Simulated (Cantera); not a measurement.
Input: 1 mol SiO₂, 0.35 mol Al₂O₃, 0.5 mol N₂, held at 1048 K and 1.00 bar.

Cantera equilibrium calculation (NASA polynomials, part measured and part estimated; ideal gas, pure solids and liquids). Candidate condensed phases: Al, AlN, Al₂O₃, Al₂SiO₅, Al₆Si₂O₁₃, Si, SiO₂, Si₂N₂O, Si₃N₄; 23 gas species. Mutual solubility and eutectic melting of coexisting phases are not modelled. Condensed phases not in the tables: alloys, solid solutions and most ternary compounds. Rates play no part.

Base state: N₂ 1.00 (mole fractions); condensed: Al₂SiO₅(andalusite) + SiO₂(β-quartz).

Task: What changes in the equilibrium state with this change: temperature from 1048 K to 1523.15 K?

Result: 
| species | before | after |
|---|---|---|
| N₂ | 1.00 | 1.00 |
| Al₂SiO₅(andalusite), mol | 0.350 | 0 |
| SiO₂(β-quartz), mol | 0.650 | 0.767 |
| Al₆Si₂O₁₃(mullite), mol | 0 | 0.117 |
The tables hold silica as quartz up to 1696 K and as liquid above; real silica turns to tridymite and cristobalite and melts near 1996 K.
